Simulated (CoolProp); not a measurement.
The numbers come from the reference Helmholtz-energy equation of state, Outcalt 1996 in CoolProp. It is a modified Benedict-Webb-Rubin equation, recast in Helmholtz form.

For R152A, give the phase and the cp (kJ/(kg K)), cv (kJ/(kg K)), viscosity (µPa s), Prandtl number at 86.95 °C and 110 bar; 173.05 °C and 0.38 bar.


- 86.95 °C and 110 bar: liquid; cp 1.97, cv 1.24, viscosity 102, Prandtl number 2.34
- 173.05 °C and 0.38 bar: gas; cp 1.36, cv 1.23, viscosity 16.5, Prandtl number 0.786

Viscosity comes from a separate model (Bell 2016), an estimate that may be off by 10 % or more. Thermal conductivity comes from a separate model (Krauss 1996).
